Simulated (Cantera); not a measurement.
Cantera run:

```python
import numpy as np
import cantera as ct

gas_names = """
    C CN CO CO2 C2 CCN CNC C2N2 C2O C3 C3O2 C4 C4N2 C5 N NCO NO NO2 NO3 N2 N2O O O2 O3 Pb PbO Pb2
""".split()
cond_names = """
    C(gr) Pb(cr) Pb(L) PbO(rd) PbO(yw) PbO(L) PbO2(s) Pb3O4(s)
""".split()


# ... load() reads the species with a 1 bar reference pressure and builds the phases ...
atoms = {
    'Pb': {'Pb': 1},
    'CO': {'C': 1, 'O': 1},
    'N2': {'N': 2},
}
top_T = {'C(gr)': 4500, 'Pb3O4(s)': 820}  # K; cautious upper limits of use, not melting points


# ... equilibrate(T, P, feed) seeds the gas with the atoms and calls Mixture.equilibrate('TP', solver="vcs", rtol=1e-11, max_steps=5000) ...
results = []
T = 1498.15  # K
P = 13332.2  # Pa
for m in [0.036, 0.062, 0.11, 0.18, 0.31, 0.54, 0.92, 1.6, 2.7]:
    feed = {'Pb': 1, 'CO': m, 'N2': 0.35}  # mol
    mix = equilibrate(T, P, feed)
    results.append((T, P, feed, dict(zip(mix.species_names, mix.species_moles))))

top = {s: max(r[3][s] / sum(r[3][g] for g in gas_names) for r in results) for s in gas_names}
cols = sorted((s for s in top if top[s] > 0.0001), key=lambda s: -top[s])[:5]
seen = [c for c in cond_names if any(r[3].get(c, 0) > 1e-12 for r in results)]
print("log10 of partial pressures in bar; condensed amounts in mol")
print(f"{'n(CO)':>10s}" + "".join(f"{s[:9]:>10s}" for s in cols + seen))
for T, P, feed, n in results:
    ng = sum(n[g] for g in gas_names)
    print(f"{feed['CO']:10.4g}" + "".join(f"{np.log10(max(n[s] / ng * P / 1e5, 1e-99)):10.3f}" for s in cols)
          + "".join(f"{n.get(c, 0):10.4g}" for c in seen))
```

Result:

```
log10 of partial pressures in bar; condensed amounts in mol
     n(CO)        N2        CO        Pb     C(gr)     Pb(L)
     0.036    -1.004    -1.992    -1.618 2.455e-07    0.9147
     0.062    -1.033    -1.784    -1.618 6.858e-07    0.9089
      0.11    -1.080    -1.583    -1.618 1.937e-06    0.8983
      0.18    -1.142    -1.431    -1.618 4.503e-06    0.8828
      0.31    -1.237    -1.290    -1.618 1.073e-05    0.8541
      0.54    -1.367    -1.179    -1.618 2.414e-05    0.8032
      0.92    -1.522    -1.102    -1.618  4.91e-05    0.7192
       1.6    -1.708    -1.048    -1.618 9.672e-05    0.5689
       2.7    -1.902    -1.015    -1.618 0.0001761    0.3258
```

These are equilibrium values from Cantera (NASA tables, ideal gas, pure condensed phases), not measurements of a reactor.
